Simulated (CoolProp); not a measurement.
A single-stage vapour-compression cycle with fluoroethane (R161): evaporating at 296.15 K (dew point), condensing at 328.15 K (bubble point), superheat 2 K, subcooling 0 K, compressor efficiency 0.65, no pressure losses. Each further row changes one setting.

The numbers come from the reference Helmholtz-energy equation of state, Wu 2012 in CoolProp.

```tsv
case	cooling COP	pressure ratio	discharge temperature (K)	refrigerating effect (kJ/kg)	volumetric capacity (kJ/m³)
as stated	4.91	2.22	351.1	269	5400
evaporating temperature 301.15 K	6.04	1.94	347.4	[?]	6270
condensing temperature 323.15 K	6.02	[?]	343.5	282	5660
subcooling 5 K	[?]	2.22	351.1	282	5660
superheat 12 K	4.90	2.22	[?]	284	5400
compressor efficiency 0.55	4.16	2.22	356.6	269	5400
```

**Question.** Complete the blanks.

**Answer.** 
- evaporating temperature 301.15 K, refrigerating effect (kJ/kg): 272
- condensing temperature 323.15 K, pressure ratio: 1.98
- subcooling 5 K, cooling COP: 5.15
- superheat 12 K, discharge temperature (K): 361.3
